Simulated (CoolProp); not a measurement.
Vapour-liquid equilibrium of propane (1) + c-C4F8 (RC318) (2) at 244.5 K; x and y are mole fractions of (1).

Values from CoolProp's multi-fluid Helmholtz-energy mixture model, Lemmon 2009 and Platzer 1990; pair parameters Bell 2016. This equation is an older, rougher fit; its heat capacities, sound speeds and derivatives of the liquid may be far off and weren't checked against measurements.

```json
[
 {"x": "0.05", "bubble pressure, mixture model (kPa)": "[?]", "bubble pressure, Raoult's law (kPa)": "42.71", "y, mixture model": "0.456", "y, Raoult's law": "0.207"},
 {"x": "0.15", "bubble pressure, mixture model (kPa)": "106.3", "bubble pressure, Raoult's law (kPa)": "56.84", "y, mixture model": "0.699", "y, Raoult's law": "0.467"},
 {"x": "0.25", "bubble pressure, mixture model (kPa)": "134.0", "bubble pressure, Raoult's law (kPa)": "70.96", "y, mixture model": "0.776", "y, Raoult's law": "0.623"},
 {"x": "0.35", "bubble pressure, mixture model (kPa)": "[?]", "bubble pressure, Raoult's law (kPa)": "85.09", "y, mixture model": "0.811", "y, Raoult's law": "0.728"},
 {"x": "0.45", "bubble pressure, mixture model (kPa)": "158.8", "bubble pressure, Raoult's law (kPa)": "99.22", "y, mixture model": "0.830", "y, Raoult's law": "0.802"},
 {"x": "0.55", "bubble pressure, mixture model (kPa)": "[?]", "bubble pressure, Raoult's law (kPa)": "113.4", "y, mixture model": "0.842", "y, Raoult's law": "0.859"},
 {"x": "0.65", "bubble pressure, mixture model (kPa)": "167.5", "bubble pressure, Raoult's law (kPa)": "127.5", "y, mixture model": "0.853", "y, Raoult's law": "0.902"},
 {"x": "0.75", "bubble pressure, mixture model (kPa)": "[?]", "bubble pressure, Raoult's law (kPa)": "141.6", "y, mixture model": "0.868", "y, Raoult's law": "0.937"},
 {"x": "0.85", "bubble pressure, mixture model (kPa)": "174.9", "bubble pressure, Raoult's law (kPa)": "155.7", "y, mixture model": "0.896", "y, Raoult's law": "0.966"},
 {"x": "0.95", "bubble pressure, mixture model (kPa)": "[?]", "bubble pressure, Raoult's law (kPa)": "169.9", "y, mixture model": "0.952", "y, Raoult's law": "0.990"}
]
```

**Question.** Fill in the missing entries.

**Answer.** 
- 0.05, bubble pressure, mixture model (kPa): 63.23
- 0.35, bubble pressure, mixture model (kPa): 150.1
- 0.55, bubble pressure, mixture model (kPa): 163.8
- 0.75, bubble pressure, mixture model (kPa): 171.1
- 0.95, bubble pressure, mixture model (kPa): 177.4

The largest gap from Raoult's law is +88.8 % in bubble pressure, at x = 0.25. No azeotrope shows between x = 0.05 and 0.95.

Pair parameters are fitted to limited data, so mixtures are less certain than the pure fluids. With so large a gap from Raoult's law the liquid may split in two, which this calculation doesn't test in full.
